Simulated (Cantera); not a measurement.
An isothermal, constant-pressure homogeneous reactor starts with NO : N₂ = 1 : 0.99 (molar parts), at 2173 K and 0.0132 atm.

Cantera simulation using GRI-Mech 3.0 (53 species, 325 reactions); the numbers are that mechanism's predictions, not measurements. Radical loss at walls, strong at low pressure, is not modelled.

x: mole fraction; the columns are a selection and need not sum to one.

```
t (s)           x NO        x N₂       x N₂O         x O        x O₂       x NO₂
--------  ----------  ----------  ----------  ----------  ----------  ----------
0.000200       0.503       0.497     2.46e-6     2.51e-6     5.47e-9     1.37e-9
0.000523       0.502       0.497     6.34e-6     6.65e-6     3.78e-8     8.82e-9
0.00137        0.502       0.497     1.59e-5     1.80e-5     2.66e-7     5.21e-8
0.00358        0.502       0.497  (withheld)  (withheld)  (withheld)  (withheld)
0.00936        0.502       0.498     7.66e-5    0.000153     1.50e-5     1.03e-6
0.0245         0.502       0.498    0.000113    0.000468    0.000123     3.24e-6
0.0641         0.499       0.499    0.000108     0.00122    0.000938     7.42e-6
0.168          0.488       0.504     8.57e-5     0.00238     0.00558     1.33e-5
0.438          0.449       0.523     6.11e-5     0.00374      0.0244     2.26e-5
1.15           0.327       0.583     2.59e-5     0.00596      0.0840     3.10e-5
3.00      (withheld)  (withheld)  (withheld)  (withheld)  (withheld)  (withheld)
```

**Question.** Fill in the missing entries.

**Answer.** 
- 0.00358, x N₂O: 3.77e-5
- 0.00358, x O: 5.09e-5
- 0.00358, x O₂: 1.93e-6
- 0.00358, x NO₂: 2.60e-7
- 3.00, x NO: 0.111
- 3.00, x N₂: 0.690
- 3.00, x N₂O: 2.44e-6
- 3.00, x O: 0.00858
- 3.00, x O₂: 0.190
- 3.00, x NO₂: 1.62e-5
